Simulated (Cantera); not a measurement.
Feed: 1 mol TiO₂, 18 mol CO, equilibrated at 2277 °C and 0.133 bar.

Cantera equilibrium calculation (NASA polynomials, part measured and part estimated; ideal gas, pure solids and liquids). Candidate condensed phases: C, Ti, TiC, TiO, TiO₂, Ti₂O₃, Ti₃O₅, Ti₄O₇; 15 gas species. The numbers say what is thermodynamically allowed, not how fast it happens.

Base state: CO 0.980, CO₂ 0.0183, TiO₂ 0.000792, TiO 0.000367, O 0.000124 (mole fractions); condensed: Ti₃O₅(l).

**Question.** What changes in the equilibrium state with this change: temperature from 2277 °C to 677 °C?

**Answer.** 
```csv
species,before,after
CO,0.980,0.842
CO₂,0.0183,0.158
TiO₂,0.000792,<1e-9
TiO,0.000367,<1e-9
O,0.000124,<1e-9
"Ti₃O₅(l), mol",0.326,0
"C(graphite), mol",0,2.46
"TiO₂(rutile), mol",0,1.00
```
